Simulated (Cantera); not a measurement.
## Halide evaporation, hydrolysis and transport: SrCl2 + H2O + N2

Feed: 1 mol SrCl2, 0.36 mol H2O, 120 mol N2, held at 7.60 mbar.

Equilibrium computed with Cantera from the NASA thermochemical tables; the gas is ideal and each condensed phase is pure. Candidate condensed phases: H2O, NH4Cl, Sr, SrCl2, SrO, Sr(OH)2; 35 gas species. Condensed phases not in the tables: oxide chlorides. The numbers say what is thermodynamically allowed, not how fast it happens.

```tsv
T (°C)	log p N2	log p SrCl2	log p H2O	log p HCl	n SrO(s)
1527	-2.12	-4.23	-4.77	-5.15	0.0664
1577	-2.12	-4.24	-4.79	-5.17	0.0651
1627	-2.12	-4.24	-4.81	-5.19	0.0627
1677	-2.12	-4.24	-4.83	-5.22	0.0579
1727	-2.12	-4.24	-4.87	-5.25	0.0484
1777	-2.12	-4.25	-4.91	-5.28	0.0299
1827	-2.13	-4.26	-4.96	-5.30	0
```
log p: log10 of the partial pressure in bar; n: condensed amount in mol.

From 1527 °C to 1777 °C the condensed part is SrO(s). At 1827 °C nothing is condensed. The main Sr-bearing gas is SrCl2 throughout. The share of Sr in condensed phases is highest at 1527 °C (6.6 %) and lowest at 1827 °C (0.0 %).
